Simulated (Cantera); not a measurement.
Charge: 1 mol HF, a varied amount of O2, 0.39 mol H2, at 3225 K and 23.0 Pa.

Equilibrium computed with Cantera from the NASA thermochemical tables; the gas is ideal and each condensed phase is pure. Candidate condensed phases: H2O; 22 gas species. Kinetics and transport are ignored.

x: gas mole fraction; nothing condenses.

```csv
n(O2) (mol),x O,x H,x F,x HF,x O2
0.4,0.231,0.479,0.255,0.0344,…
0.56,0.295,0.440,0.235,0.0291,…
0.77,0.364,0.397,0.213,0.0239,…
1.1,0.448,0.345,0.187,0.0181,…
1.5,0.524,0.298,0.162,0.0136,…
2,0.594,0.255,0.139,0.00999,…
2.8,0.670,0.207,0.114,0.00663,…
3.8,0.732,0.168,0.0927,0.00437,…
```

Question: Some entries are withheld; supply them.

Answer: 
- 0.4, x O2: 0.000227
- 0.56, x O2: 0.000370
- 0.77, x O2: 0.000565
- 1.1, x O2: 0.000857
- 1.5, x O2: 0.00117
- 2, x O2: 0.00150
- 2.8, x O2: 0.00192
- 3.8, x O2: 0.00229
